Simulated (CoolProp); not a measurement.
Vapour-liquid equilibrium of acetone (1) + dimethyl carbonate (2) at 1040 kPa; x and y are mole fractions of (1).

Values from CoolProp's multi-fluid Helmholtz-energy mixture model, Lemmon 2006 and Zhou 2011; pair parameters Bell 2016.

**Question.** Give the bubble temperature and the first vapour's composition at x = 0.05, 0.35, 0.725. Is there an azeotrope?

**Answer.** x = 0.05: 182.8 °C, y = 0.092; x = 0.35: 168.3 °C, y = 0.498; x = 0.725: 154.3 °C, y = 0.829. No azeotrope shows between x = 0.05 and 0.95.

The pair parameters rest on a limited set of measurements; away from them the model extrapolates.
